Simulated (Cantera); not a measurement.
Feed: 1 mol Al, 16 mol HCl, 2.5 mol N₂, equilibrated at 0.120 bar.

Method: chemical equilibrium by Gibbs-energy minimisation in Cantera with the NASA 1993 tables (ideal gas, pure condensed phases). Candidate condensed phases: Al, AlCl₃, AlN, NH₄Cl; 20 gas species. Rates play no part. All values below are at 452 °C.

Base state: HCl 0.726, N₂ 0.140, H₂ 0.0838, AlCl₃ 0.0453, Al₂Cl₆ 0.00525 (mole fractions); condensed: gas only.

**Question.** What changes in the equilibrium state with this change: pressure from 0.120 bar to 8.50e-5 bar?

**Answer.** 
| species | before | after |
|---|---|---|
| HCl | 0.726 | 0.722 |
| N₂ | 0.140 | 0.139 |
| H₂ | 0.0838 | 0.0833 |
| AlCl₃ | 0.0453 | 0.0555 |
| Al₂Cl₆ | 0.00525 | 5.58e-6 |

**Question.** What changes in the equilibrium state with this change: pressure from 0.120 bar to 0.0290 bar?

**Answer.** 
```csv
species,before,after
HCl,0.726,0.723
N₂,0.140,0.139
H₂,0.0838,0.0835
AlCl₃,0.0453,0.0523
Al₂Cl₆,0.00525,0.00169
```

**Question.** What changes in the equilibrium state with this change: pressure from 0.120 bar to 0.0750 bar?

**Answer.** 
```csv
species,before,after
HCl,0.726,0.725
N₂,0.140,0.139
H₂,0.0838,0.0836
AlCl₃,0.0453,0.0483
Al₂Cl₆,0.00525,0.00372
```
